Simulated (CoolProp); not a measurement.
Vapour-liquid equilibrium of acetone (1) + benzene (2) at 0.0225 MPa; x and y are mole fractions of (1).

Model: multi-fluid Helmholtz-energy mixture model, Lemmon 2006 and Thol 2012; pair parameters Bell 2016, in CoolProp.

```
x      bubble temperature, mixture model (K)  bubble temperature, Raoult's law (K)  y, mixture model  y, Raoult's law
-----  -------------------------------------  ------------------------------------  ----------------  ---------------
0.05                                   308.4                                 309.7             0.152            0.110
0.125                                  305.2                                 307.5             0.314            0.252
0.2                                        ?                                 305.5             0.430            0.372
0.275                                  300.8                                 303.7             0.518            0.475
0.35                                   299.2                                 302.0                 ?            0.563
0.425                                      ?                                 300.4             0.649            0.640
0.5                                    296.6                                 299.0             0.701            0.707
0.575                                      ?                                 297.6                 ?            0.766
0.65                                   294.7                                 296.3             0.795            0.819
0.725                                  293.8                                 295.1             0.839            0.866
0.8                                        ?                                 293.9             0.882            0.908
0.875                                      ?                                 292.8             0.925            0.945
0.95                                       ?                                 291.8             0.970            0.979
```

Task: Fill in the missing entries.

Result: 
- 0.2, bubble temperature, mixture model (K): 302.7
- 0.35, y, mixture model: 0.589
- 0.425, bubble temperature, mixture model (K): 297.8
- 0.575, bubble temperature, mixture model (K): 295.6
- 0.575, y, mixture model: 0.750
- 0.8, bubble temperature, mixture model (K): 293.0
- 0.875, bubble temperature, mixture model (K): 292.3
- 0.95, bubble temperature, mixture model (K): 291.6

The largest gap from Raoult's law is -2.9 K in bubble temperature, at x = 0.275. No azeotrope shows between x = 0.05 and 0.95.

The pair parameters rest on a limited set of measurements; away from them the model extrapolates.
